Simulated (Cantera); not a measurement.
A Cantera script and what it prints.

```python
import numpy as np
import cantera as ct

gas_names = """
    F FO FO2 F2 F2O H HF HOF HO2 H2 H2F2 H2O H2O2 H3F3 H4F4 H5F5 H6F6 H7F7 Mg MgF MgF2 MgH MgO MgOH
    MgO2H2 Mg2 Mg2F4 O OH O2 O3
""".split()
cond_names = """
    H2O(s) H2O(L) Mg(cr) Mg(L) MgF2(s) MgF2(L) MgO(s) MgO(L) MgO2H2(s)
""".split()


# ... load() reads the species with a 1 bar reference pressure and builds the phases ...
atoms = {
    'MgO': {'Mg': 1, 'O': 1},
    'HF': {'H': 1, 'F': 1},
    'H2': {'H': 2},
}
top_T = {}  # K; cautious upper limits of use, not melting points


# ... equilibrate(T, P, feed) seeds the gas with the atoms and calls Mixture.equilibrate('TP', solver="vcs", rtol=1e-11, max_steps=5000) ...
results = []
feed = {'MgO': 1, 'HF': 4.3, 'H2': 22}  # mol
T = 1025  # K
for P in [1, 3.6, 13, 46, 170, 600, 2200, 7700, 28000, 100000]:
    mix = equilibrate(T, P, feed)
    results.append((T, P, feed, dict(zip(mix.species_names, mix.species_moles))))

top = {s: max(r[3][s] / sum(r[3][g] for g in gas_names) for r in results) for s in gas_names}
cols = sorted((s for s in top if top[s] > 0.0001), key=lambda s: -top[s])[:5]
seen = [c for c in cond_names if any(r[3].get(c, 0) > 1e-12 for r in results)]
print("log10 of partial pressures in bar; condensed amounts in mol")
print(f"{'P/Pa':>10s}" + "".join(f"{s[:9]:>10s}" for s in cols + seen))
for T, P, feed, n in results:
    ng = sum(n[g] for g in gas_names)
    print(f"{P:10.4g}" + "".join(f"{np.log10(max(n[s] / ng * P / 1e5, 1e-99)):10.3f}" for s in cols)
          + "".join(f"{n.get(c, 0):10.4g}" for c in seen))
```

Result:

```
log10 of partial pressures in bar; condensed amounts in mol
      P/Pa        H2        HF       H2O   MgF2(s)    MgO(s)
         1    -5.074    -5.830    -7.075    0.2194    0.7805
       3.6    -4.512    -5.349    -6.114    0.5498    0.4502
        13    -3.947    -4.927    -5.289         1         0
        46    -3.398    -4.379    -4.740         1         0
       170    -2.830    -3.811    -4.173         1         0
       600    -2.283    -3.263    -3.625         1         0
      2200    -1.718    -2.699    -3.061         1         0
      7700    -1.174    -2.155    -2.517         1         0
   2.8e+04    -0.614    -1.594    -1.956         1         0
     1e+05    -0.061    -1.041    -1.403         1         0
```

Cantera equilibrium calculation (NASA polynomials, part measured and part estimated; ideal gas, pure solids and liquids). Mutual solubility and eutectic melting of coexisting phases are not modelled.
